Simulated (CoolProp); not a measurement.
Vapour-liquid equilibrium of n-heptane (1) + m-xylene (2) at 36.05 °C; x and y are mole fractions of (1).

Model: multi-fluid Helmholtz-energy mixture model, Span 2003 and Zhou 2012; pair parameters Bell 2016, in CoolProp.

```csv
x,"bubble pressure, mixture model (bar)","bubble pressure, Raoult's law (bar)","y, mixture model","y, Raoult's law"
0.05,0.02685,0.02474,0.269,0.209
0.125,0.03519,0.03094,0.483,0.417
0.2,0.04259,0.03713,___,0.556
0.275,___,0.04332,0.686,0.655
0.35,0.05547,0.04952,___,0.729
0.425,___,0.05571,0.791,0.787
0.5,0.06689,0.06191,0.829,0.834
0.575,0.07233,0.06810,___,0.871
0.65,0.07769,0.07430,0.891,0.903
0.725,0.08305,0.08049,0.917,0.930
0.8,0.08843,0.08669,___,0.952
0.875,0.09389,0.09288,0.964,0.972
0.95,___,0.09907,0.986,0.990
```

Fill in the missing entries.


- 0.2, y, mixture model: 0.605
- 0.275, bubble pressure, mixture model (bar): 0.04929
- 0.35, y, mixture model: 0.745
- 0.425, bubble pressure, mixture model (bar): 0.06130
- 0.575, y, mixture model: 0.862
- 0.8, y, mixture model: 0.942
- 0.95, bubble pressure, mixture model (bar): 0.09944

The largest gap from Raoult's law is +14.7 % in bubble pressure, at x = 0.2. No azeotrope shows between x = 0.05 and 0.95.

The pair parameters rest on a limited set of measurements; away from them the model extrapolates.
